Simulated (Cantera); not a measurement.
What does this Cantera script print?

```python
import numpy as np
import cantera as ct

gas_names = """
    CS2 S2
""".split()
cond_names = """
    C(gr) NiS2(s) NiS2(L) NiS(b) NiS(a) NiS(L) Ni3S4(s) S(cr1) S(cr2) S(L) Ni(cr) Ni(L)
""".split()


# ... load() reads the species with a 1 bar reference pressure and builds the phases ...
species = {s.name: s for s in load("nasa_gas.yaml", gas_names) + load("nasa_condensed.yaml", cond_names)}
# Each term lists the table entries of one substance; the one whose range holds T is used.
reactions = {
    'C + 2 NiS2 = 2 NiS + CS2(g)':
        [(-1, ['C(gr)']), (-2, ['NiS2(s)', 'NiS2(L)']), (2, ['NiS(b)', 'NiS(a)', 'NiS(L)']), (1, ['CS2'])],
    'Ni3S4 = 4 S + 3 Ni':
        [(-1, ['Ni3S4(s)']), (4, ['S(cr1)', 'S(cr2)', 'S(L)']), (3, ['Ni(cr)', 'Ni(L)'])],
    '2 NiS2 = S2(g) + 2 NiS':
        [(-2, ['NiS2(s)', 'NiS2(L)']), (1, ['S2']), (2, ['NiS(b)', 'NiS(a)', 'NiS(L)'])],
}


def pick(names, T):
    return next(species[n] for n in names if species[n].thermo.min_temp <= T <= species[n].thermo.max_temp)


results = []
for label, terms in reactions.items():
    print(label)
    print("     T/K   dH/kJ  dS/(J/K)   dG/kJ   log10 K")
    for T in [300, 473, 498, 523, 548, 573, 598]:
        used = [(nu, pick(names, T)) for nu, names in terms]
        dH = sum(nu * s.thermo.h(T) for nu, s in used) / 1e6
        dS = sum(nu * s.thermo.s(T) for nu, s in used) / 1e3
        dG = dH - T * dS / 1e3
        logK = -dG * 1e6 / (ct.gas_constant * T * np.log(10))
        results.append((label, T, dH, dS, dG, logK, [s.name for _, s in used]))
        print(f"{T:8g} {dH:8.1f} {dS:8.1f} {dG:8.1f} {logK:8.2f}")
```

Output:

```
C + 2 NiS2 = 2 NiS + CS2(g)
     T/K   dH/kJ  dS/(J/K)   dG/kJ   log10 K
     300    204.0    194.2    145.7   -25.36
     473    202.7    190.9    112.4   -12.41
     498    202.6    190.6    107.6   -11.29
     523    202.4    190.3    102.9   -10.28
     548    202.3    190.1     98.1    -9.35
     573    202.2    189.8     93.4    -8.51
     598    202.0    189.6     88.6    -7.74
Ni3S4 = 4 S + 3 Ni
     T/K   dH/kJ  dS/(J/K)   dG/kJ   log10 K
     300    301.1     31.4    291.7   -50.79
     473    314.8     65.7    283.7   -31.33
     498    316.4     69.0    282.0   -29.58
     523    317.8     71.9    280.2   -27.99
     548    319.2     74.4    278.4   -26.54
     573    320.4     76.6    276.5   -25.21
     598    321.5     78.5    274.6   -23.98
2 NiS2 = S2(g) + 2 NiS
     T/K   dH/kJ  dS/(J/K)   dG/kJ   log10 K
     300    215.4    190.3    158.3   -27.57
     473    213.5    185.1    125.9   -13.91
     498    213.3    184.6    121.3   -12.72
     523    213.0    184.2    116.7   -11.65
     548    212.8    183.9    112.1   -10.68
     573    212.6    183.5    107.5    -9.80
     598    212.5    183.2    102.9    -8.99
```

Standard-state values (1 bar) from the NASA 1993 polynomials, evaluated with Cantera. Condensed species are held in their standard states even where they would react or evaporate.
